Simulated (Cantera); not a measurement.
Thermodynamics of nitride etching, feed BN + HF + N2

Charge: 1 mol BN, 7.4 mol HF, 1.1 mol N2, held at 1.28 Torr.

Method: chemical equilibrium by Gibbs-energy minimisation in Cantera with the NASA 1993 tables (ideal gas, pure condensed phases). Candidate condensed phases: B, BN; 31 gas species. The tables' values for BF2 are old estimates; treat these amounts as uncertain. The numbers say what is thermodynamically allowed, not how fast it happens.

From 1125 K to 1925 K nothing is condensed. The main B-bearing gas is BF3 throughout.

| T (K) | x HF | x N2 | x H2 | x BF3 | x BF2 | x H | x BF |
|---|---|---|---|---|---|---|---|
| 1125 | 0.518 | 0.188 | 0.176 | 0.118 | 9.12e-8 | 4.53e-7 | 1.28e-12 |
| 1225 | 0.518 | 0.188 | 0.176 | 0.118 | 9.65e-7 | 3.18e-6 | 7.72e-11 |
| 1325 | 0.518 | 0.188 | 0.176 | 0.118 | 7.11e-6 | 1.67e-5 | 2.49e-9 |
| 1425 | 0.518 | 0.188 | 0.176 | 0.118 | 3.94e-5 | 6.95e-5 | 4.88e-8 |
| 1525 | 0.518 | 0.188 | 0.176 | 0.117 | 0.000173 | 0.000241 | 6.43e-7 |
| 1625 | 0.518 | 0.188 | 0.176 | 0.117 | 0.000631 | 0.000717 | 6.10e-6 |
| 1725 | 0.519 | 0.188 | 0.174 | 0.115 | 0.00195 | 0.00188 | 4.36e-5 |
| 1825 | 0.521 | 0.187 | 0.170 | 0.112 | 0.00513 | 0.00441 | 0.000240 |
| 1925 | 0.525 | 0.186 | 0.163 | 0.104 | 0.0114 | 0.00936 | 0.00102 |
x: gas mole fraction; nothing condenses.
